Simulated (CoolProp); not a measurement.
Vapour-liquid equilibrium of R22 (1) + R142b (2) at 322 kPa; x and y are mole fractions of (1).

The numbers come from the multi-fluid Helmholtz-energy mixture model, Kamei 1995 and Lemmon 2006; pair parameters Bell 2016 in CoolProp.

| x | bubble temperature (°C) | y at the bubble point | dew temperature at overall composition x (°C) | liquid density (mol/L) |
|---|---|---|---|---|
| 0.05 | 20.5 | 0.126 | 22.3 | 11.29 |
| 0.125 | 16.5 | 0.282 | 20.5 | 11.58 |
| 0.2 | 13.0 | 0.410 | 18.7 | 11.87 |
| 0.275 | 9.8 | 0.516 | 16.7 | 12.16 |
| 0.35 | 6.8 | 0.605 | 14.7 | 12.45 |
| 0.425 | 4.0 | 0.682 | 12.6 | 12.75 |
| 0.5 | 1.4 | 0.748 | 10.3 | 13.06 |
| 0.575 | -1.0 | 0.804 | 7.9 | 13.38 |
| 0.65 | -3.4 | 0.853 | 5.2 | 13.70 |
| 0.725 | -5.6 | 0.895 | 2.4 | 14.03 |
| 0.8 | -7.7 | 0.931 | -0.8 | 14.37 |
| 0.875 | -9.7 | 0.961 | -4.5 | 14.72 |
| 0.95 | -11.6 | 0.986 | -9.0 | 15.07 |

No azeotrope shows between x = 0.05 and 0.95.

The pair parameters rest on a limited set of measurements; away from them the model extrapolates.
